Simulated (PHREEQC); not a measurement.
0.79 g of hydrous ferric oxide (600 m²/g; 0.2 weak and 0.005 strong sites per Fe, Dzombak-Morel constants, diffuse double layer) in 1 kg of water with 0.1 mol/kgw of an inert sodium salt and 0.00021 mol/kgw Na2HAsO4, at 25 °C; the pH is set by adding NaOH or the inert anion's acid. O2 is buffered at 0.21 atm. CO2 from the air is kept out. Precipitation was switched off in this run.

Base run: PHREEQC, ion-association model, wateq4f.dat. Each further column changes one thing. The table gives surface charge σ (C/m²).

| pH | base | background salt from 0.1 to 0.01 mol/kgw | oxide from 0.79 to 4 g/kgw |
|---|---|---|---|
| 3 | 0.312 | 0.271 | 0.353 |
| 4.12 | 0.257 | 0.166 | 0.301 |
| 4.88 | 0.187 | 0.094 | 0.221 |
| 6 | 0.080 | 0.031 | 0.104 |
| 7.12 | 0.017 | 0.006 | 0.034 |
| 7.88 | -0.012 | -0.004 | 0.004 |
| 9 | -0.065 | -0.025 | -0.040 |

The oxide is taken as insoluble; below pH 4 it would dissolve.
